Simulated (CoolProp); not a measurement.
Vapour-liquid equilibrium of cyclohexane (1) + n-heptane (2) at 16.4 bar; x and y are mole fractions of (1).

The numbers come from the multi-fluid Helmholtz-energy mixture model, Zhou 2014 and Span 2003; pair parameters Bell 2016 in CoolProp.

```json
[
 {"x": "0.05", "bubble temperature (K)": "504.0", "y at the bubble point": "0.058", "dew temperature at overall composition x (K)": "504.1", "liquid density (mol/L)": "4.453"},
 {"x": "0.15", "bubble temperature (K)": "502.0", "y at the bubble point": "0.171", "dew temperature at overall composition x (K)": "…", "liquid density (mol/L)": "4.639"},
 {"x": "0.25", "bubble temperature (K)": "500.0", "y at the bubble point": "0.282", "dew temperature at overall composition x (K)": "500.6", "liquid density (mol/L)": "4.831"},
 {"x": "0.35", "bubble temperature (K)": "498.0", "y at the bubble point": "0.390", "dew temperature at overall composition x (K)": "498.7", "liquid density (mol/L)": "5.032"},
 {"x": "0.45", "bubble temperature (K)": "496.0", "y at the bubble point": "0.494", "dew temperature at overall composition x (K)": "496.8", "liquid density (mol/L)": "…"},
 {"x": "0.55", "bubble temperature (K)": "494.1", "y at the bubble point": "0.594", "dew temperature at overall composition x (K)": "494.9", "liquid density (mol/L)": "5.463"},
 {"x": "0.65", "bubble temperature (K)": "492.2", "y at the bubble point": "0.690", "dew temperature at overall composition x (K)": "…", "liquid density (mol/L)": "5.694"},
 {"x": "0.75", "bubble temperature (K)": "490.3", "y at the bubble point": "0.783", "dew temperature at overall composition x (K)": "491.0", "liquid density (mol/L)": "5.938"},
 {"x": "0.85", "bubble temperature (K)": "488.5", "y at the bubble point": "0.872", "dew temperature at overall composition x (K)": "489.0", "liquid density (mol/L)": "…"},
 {"x": "0.95", "bubble temperature (K)": "486.8", "y at the bubble point": "0.958", "dew temperature at overall composition x (K)": "487.0", "liquid density (mol/L)": "6.470"}
]
```

Question: Fill in the missing entries.

Answer: 
- 0.15, dew temperature at overall composition x (K): 502.4
- 0.45, liquid density (mol/L): 5.242
- 0.65, dew temperature at overall composition x (K): 493.0
- 0.85, liquid density (mol/L): 6.196

No azeotrope shows between x = 0.05 and 0.95.

The pair parameters rest on a limited set of measurements; away from them the model extrapolates.
